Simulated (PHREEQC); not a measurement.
Solution (25 °C): 0.005 mol H2S, 0.0068 mol HCl and 0.00024 mol FeCl2 per kg of water. Closed to the air; pH follows from the charge balance.

Computed with PHREEQC (ion-association model, phreeqc.dat).

Task: The ionic strength comes out as 0.00752 mol/kgw. What activity coefficients do Cl-, H+, FeCl+, Fe+2 get?

Result: Cl- 0.91, H+ 0.92, FeCl+ 0.91, Fe+2 0.71.

Precipitation was switched off in this run. Complexes and solids missing from the database can't appear.
